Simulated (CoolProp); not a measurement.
Values from CoolProp's reference Helmholtz-energy equation of state, Gao 2020.

**Question.** For ammonia, give the phase and the cp (kJ/(kg K)), viscosity (µPa s) at 347.9 K and 0.929 MPa; 501.2 K and 0.929 MPa.

**Answer.** 
- 347.9 K and 0.929 MPa: gas; cp 2.51, viscosity 11.9
- 501.2 K and 0.929 MPa: gas; cp 2.53, viscosity 17.9

Viscosity comes from a separate model (Fenghour 1995).
